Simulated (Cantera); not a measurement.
A perfectly stirred reactor is fed with 19.2 % NH3, 80.8 % N2, at 0.484 atm; it is held at 2075 K, and followed from long to short residence time.

Computed with Cantera and the gas-phase N/H chemistry of the illustrative SiF4/NH3 mechanism in the Surface Chemkin manual (1991). Walls and surfaces, which speed up NH3 decomposition in real reactors, are not modelled.

One state of this run: x NH3 = 0.168; x H2 = 0.0305; x NH2 = 0.000659; x N = 6.67e-7; x N2H2 = 1.34e-6. x: mole fraction; the columns are a selection and need not sum to one.

### Question
Which value of τ (s) does it belong to?
(A) 0.0050
(B) 0.31
(C) 0.020
(D) 4.8

### Answer
A, 0.0050
